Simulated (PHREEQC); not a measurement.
Model water analysis in mg/L, 44 °C, pH 3.64, pe 12.3: Na 6090; K 2480; Ca 172; Mg 513; Cl 5280; S(6) as SO4 11200; Cu(2) 33; Fe(3) 12.6.

Valence states are taken as typed.

All values are PHREEQC results (ion-association model, phreeqc.dat), not measurements.

Precipitation was switched off in this run.

Q: What ionic strength, charge-balance error, activity of water does the model give?

A: ionic strength 0.416 mol/kgw; charge-balance error -0.1 %; activity of water 0.990.

Q: In which forms is Mg present?

A: MgSO4 60 %, Mg+2 40 % of the Mg.

Saturation is exceeded, for instance for Jarosite-K, Hematite (slow to form); the values hold only as long as no solid forms. Away from 25 °C the constants follow the database's enthalpies or fits; those with neither stay at their 25 °C values.
